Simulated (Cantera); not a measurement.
Cantera run, input and output.

```python
import numpy as np
import cantera as ct

gas = ct.Solution("gri30.yaml", transport_model="multicomponent")
show = ['NO', 'CH3', 'NH3']

rows = []
print(f"{'T/K':>7s}{'rho':>11s}{'cp':>10s}{'mu':>11s}{'lambda':>11s}{'Pr':>7s}" + "".join(f"{'D_' + s:>11s}" for s in show))
for T in [400, 550, 700, 850, 1000, 1150, 1300, 1450]:
    gas.TPX = T, 20000, {'N2': 0.51, 'O2': 0.15}
    Pr = gas.cp_mass * gas.viscosity / gas.thermal_conductivity
    D = [gas.mix_diff_coeffs_mole[gas.species_index(s)] for s in show]
    rows.append([gas.density, gas.cp_mass, gas.viscosity, gas.thermal_conductivity, Pr, *D])
    print(f"{T:7g}{gas.density:11.4e}{gas.cp_mass:10.1f}{gas.viscosity:11.4e}"
          f"{gas.thermal_conductivity:11.4e}{Pr:7.3f}" + "".join(f"{d:11.4e}" for d in D))
print("SI units: kg/m3, J/kg/K, Pa s, W/m/K, m2/s")
```

Result:

```
    T/K        rho        cp         mu     lambda     Pr       D_NO      D_CH3      D_NH3
    400 1.7391e-01    1020.1 2.3093e-05 3.3142e-02  0.711 1.7167e-04 1.9031e-04 1.9401e-04
    550 1.2648e-01    1045.6 2.8851e-05 4.2580e-02  0.708 2.9603e-04 3.3035e-04 3.4863e-04
    700 9.9377e-02    1079.2 3.3952e-05 5.1781e-02  0.708 4.4484e-04 4.9815e-04 5.3652e-04
    850 8.1840e-02    1116.5 3.8616e-05 6.0951e-02  0.707 6.1602e-04 6.9126e-04 7.5417e-04
   1000 6.9564e-02    1149.5 4.2961e-05 6.9821e-02  0.707 8.0807e-04 9.0794e-04 9.9915e-04
   1150 6.0491e-02    1173.6 4.7061e-05 7.8107e-02  0.707 1.0198e-03 1.1468e-03 1.2696e-03
   1300 5.3511e-02    1194.3 5.0963e-05 8.6095e-02  0.707 1.2503e-03 1.4069e-03 1.5641e-03
   1450 4.7975e-02    1212.1 5.4702e-05 9.3806e-02  0.707 1.4988e-03 1.6872e-03 1.8816e-03
SI units: kg/m3, J/kg/K, Pa s, W/m/K, m2/s
```

Detailed kinetics in Cantera: GRI-Mech 3.0 (53 species, 325 reactions).
